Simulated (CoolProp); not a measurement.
Properties of R410A along the isotherm 304.8 K.

Model: reference Helmholtz-energy equation of state, Lemmon 2003, in CoolProp. It is a pseudo-pure fit of the blend.

| p (bar) | phase | density (kg/m³) | viscosity (µPa s) | conductivity (mW/(m K)) |
|---|---|---|---|---|
| 44.6 | liquid | (withheld) | 117 | 87.2 |
| 66.8 | liquid | 1070 | 123 | 90.0 |
| 89.1 | liquid | 1087 | 129 | 92.5 |
| 111 | liquid | 1101 | 135 | (withheld) |
| 134 | liquid | 1115 | 140 | 96.8 |
| 156 | liquid | 1127 | 145 | 98.6 |
| 178 | liquid | 1137 | 150 | 100 |
| 201 | liquid | 1148 | 155 | 102 |
| 223 | liquid | 1157 | 160 | 104 |
| 245 | liquid | 1166 | 164 | (withheld) |

Complete the blanks.


- 44.6, density (kg/m³): 1051
- 111, conductivity (mW/(m K)): 94.7
- 245, conductivity (mW/(m K)): 105

Viscosity comes from a separate model (Geller 2000). Thermal conductivity comes from a separate model (Geller 2001).
